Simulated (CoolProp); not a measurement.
Vapour pressure (bar) of R1233zd(E): the reference equation beside estimates from Tc = 165.7 °C, pc = 35.83 bar, ω = 0.304. Clausius-Clapeyron is anchored at -11.15 °C with a constant enthalpy of vaporisation of 27.12 kJ/mol.

The numbers come from the reference Helmholtz-energy equation of state, Akasaka 2022 in CoolProp.

```csv
T (°C),reference,Clausius-Clapeyron,Soave-Redlich-Kwong,Peng-Robinson
-11.15,0.2903,0.2903,0.2845,0.2919
4.65,0.5924,0.5895,0.5845,0.5923
20.55,1.109,1.113,1.102,1.105
36.35,1.921,1.962,1.920,1.913
52.15,3.131,3.275,3.146,3.119
68.05,4.865,5.225,4.910,4.853
83.85,7.227,7.978,7.319,7.222
99.65,10.36,11.75,10.52,10.38
```

Absolute difference from the reference over all 8 rows, mean and median: Clausius-Clapeyron 4.8 and 3.4 %, Soave-Redlich-Kwong 1.0 and 1.1 %, Peng-Robinson 0.3 and 0.3 %.
